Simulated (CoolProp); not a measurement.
Properties of CH2F2 (R32) at several states.

The numbers come from the reference Helmholtz-energy equation of state, Tillner-Roth 1997 in CoolProp.

| T (K) | p (kPa) | phase | Z | Joule-Thomson coefficient (K/MPa) | isothermal compressibility (1/MPa) | expansivity (1/kK) | conductivity (mW/(m K)) | Prandtl number |
|---|---|---|---|---|---|---|---|---|
| 317.1 | 6180 | liquid | 0.1345 | 0.3585 | 0.009130 | 5.222 | 123 | 1.57 |
| 227.6 | 705 | liquid | 0.01619 | -0.2436 | 0.001600 | 2.351 | 189 | 2.33 |
| 353.3 | 13.2 | gas | 0.9991 | 14.61 | 75.82 | 2.839 | 18.1 | 0.796 |
| 177.2 | 7860 | liquid | 0.2075 | -0.3275 | 0.0007756 | 1.814 | 224 | 4.61 |
| 371.3 | 1140 | gas | 0.9354 | 12.26 | 0.9396 | 3.399 | 21.4 | 0.809 |
| 380.7 | 88.9 | gas | 0.9955 | 11.57 | 11.30 | 2.670 | 20.8 | 0.784 |

Viscosity comes from a separate model (Bell 2016), an estimate that may be off by 10 % or more. Thermal conductivity comes from a separate model (Huber 2003), an estimate that may be off by 10 % or more.
